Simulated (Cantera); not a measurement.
Charge: 1 mol FeS2, 0.64 mol H2, equilibrated at 1648.15 K.

Equilibrium computed with Cantera from the NASA thermochemical tables; the gas is ideal and each condensed phase is pure. Candidate condensed phases: Fe, FeS, FeS2, S; 8 gas species. FeS: taken at fixed stoichiometry. The numbers say what is thermodynamically allowed, not how fast it happens.

**Question.** At 0.220 bar, list the 5 most abundant gas species with their mole fractions, and the condensed phases.

**Answer.** H2 0.400, S2 0.372, H2S 0.216, SH 0.0107, S 0.000253. Condensed: FeS(l).
